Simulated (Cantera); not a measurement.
Input: 1 mol B, 6.7 mol H₂O, 0.42 mol N₂, held at 1700 K and 0.00110 bar.

Equilibrium computed with Cantera from the NASA thermochemical tables; the gas is ideal and each condensed phase is pure. Candidate condensed phases: B, BN, B₂O₃, B₃O₃H₃, H₂O; 39 gas species. Rates play no part.

Base state: H₂O 0.617, H₂ 0.196, HBO₂ 0.128, N₂ 0.0551, H 0.00197, B₂O₃ 0.00159, OH 0.000320, BO₂ 8.08e-5 (mole fractions); condensed: gas only.

**Question.** What changes in the equilibrium state with this change: temperature from 1700 K to 973.15 K?

**Answer.** 
| species | before | after |
|---|---|---|
| H₂O | 0.617 | 0.729 |
| H₂ | 0.196 | 0.211 |
| N₂ | 0.0551 | 0.0590 |
| HBO₂ | 0.128 | 0.000378 |
| (HBO₂)₃ | 4.98e-9 | 0.000661 |
| B₂O₃ | 0.00159 | <1e-9 |
| OH | 0.000320 | <1e-9 |
| H | 0.00197 | 1.50e-8 |
| BO₂ | 8.08e-5 | <1e-9 |
| B₂O₃(l), mol | 0 | 0.492 |
Gases not in the tables: H₃BO₃.

**Question.** What changes in the equilibrium state with this change: pressure from 0.00110 bar to 0.0133 bar?

**Answer.** 
```json
[
 {"species": "H₂O", "before": "0.617", "after": "0.618"},
 {"species": "H₂", "before": "0.196", "after": "0.196"},
 {"species": "HBO₂", "before": "0.128", "after": "0.128"},
 {"species": "H", "before": "0.00197", "after": "0.000566"},
 {"species": "N₂", "before": "0.0551", "after": "0.0551"},
 {"species": "OH", "before": "0.000320", "after": "9.20e-5"},
 {"species": "BO₂", "before": "8.08e-5", "after": "2.32e-5"},
 {"species": "BO", "before": "1.33e-5", "after": "3.82e-6"},
 {"species": "HBO", "before": "6.60e-5", "after": "6.62e-5"},
 {"species": "B₂O₃", "before": "0.00159", "after": "0.00159"}
]
```
